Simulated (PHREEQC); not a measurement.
Ultrapure water in contact with air or piping: speciation

A made-up water analysis in mg/L, 25 °C, pH 6.35, pe -0.9:

```tsv
constituent	mg/L
Na	0.155
K	0.267
Ca	0.0923
Mg	0.221
Cl	1.03
S(6) as SO4	0.209
Alkalinity as HCO3	0.142
Li	0.00144
```

Valence states are taken as typed.

Computed with PHREEQC (ion-association model, wateq4f.dat).

This is a speciation only: nothing precipitates in the calculation.

Q: Estimate the charge-balance error.

A: charge-balance error 1.1 %.

Q: In which forms is C present?

A: HCO3- 50 %, CO2 50 % of the C.
